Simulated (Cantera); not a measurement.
What does this Cantera script print?

```python
import numpy as np
import cantera as ct

surf = ct.Interface("ptcombust.yaml", "Pt_surf")
gas = surf.adjacent["gas"]
gas.TPX = 300, 10000, {'H2': 0.04, 'O2': 0.14, 'N2': 0.79}
jet = ct.ImpingingJet(gas=gas, width=0.044, surface=surf)
jet.inlet.mdot, jet.inlet.T, jet.inlet.X = 0.16, 300, {'H2': 0.04, 'O2': 0.14, 'N2': 0.79}
jet.set_refine_criteria(ratio=10, slope=0.2, curve=0.3)
show, cover = ['H2', 'O2', 'H2O', 'OH'], ["PT(S)", "H(S)", "O(S)", "OH(S)", "CO(S)", "C(S)"]

rows = []
print(f"{'Ts/K':>7s}" + "".join(f"{s:>11s}" for s in show + cover) + "   (gas at the wall, coverages)")
for i, Ts in enumerate([500, 550, 600, 650, 700, 750]):
    jet.surface.T = Ts
    if i == 0:
        surf.TP = Ts, 10000
        surf.coverages = "PT(S):0.5, O(S):0.5"
        surf.advance_coverages(1.0)
        jet.set_initial_guess(products="inlet")
    jet.solve(loglevel=0, auto=(i == 0))
    rows.append([*(jet.X[gas.species_index(s), -1] for s in show), *surf[cover].coverages])
    print(f"{Ts:7g}" + "".join(f"{x:11.3e}" for x in rows[-1]))
```

It prints:

```
   Ts/K         H2         O2        H2O         OH      PT(S)       H(S)       O(S)      OH(S)      CO(S)       C(S)   (gas at the wall, coverages)
    500  4.712e-03  1.046e-01  7.255e-02  1.584e-15  6.600e-02  2.911e-09  9.069e-01  2.696e-02 -2.064e-22  1.035e-30
    550  4.693e-03  1.048e-01  7.199e-02  6.054e-14  6.971e-02  2.846e-09  9.148e-01  1.544e-02  3.035e-17 -1.443e-30
    600  4.679e-03  1.049e-01  7.150e-02  1.249e-12  7.321e-02  3.513e-09  9.172e-01  9.616e-03  1.424e-20  2.461e-24
    650  4.662e-03  1.050e-01  7.106e-02  1.603e-11  7.669e-02  5.127e-09  9.169e-01  6.402e-03  3.604e-19  1.627e-23
    700  4.594e-03  1.051e-01  7.076e-02  1.418e-10  8.110e-02  8.171e-09  9.144e-01  4.539e-03  9.447e-18  5.005e-25
    750  4.299e-03  1.049e-01  7.091e-02  9.166e-10  9.065e-02  1.433e-08  9.059e-01  3.470e-03  1.213e-19  2.431e-25
```

Cantera simulation using Deutschmann's 1995 Pt surface mechanism with GRI-Mech 3.0 gas chemistry; the numbers are that mechanism's predictions, not measurements. Catalytic surfaces can have several steady states; this one follows from the mechanism file's or the stated starting coverage.
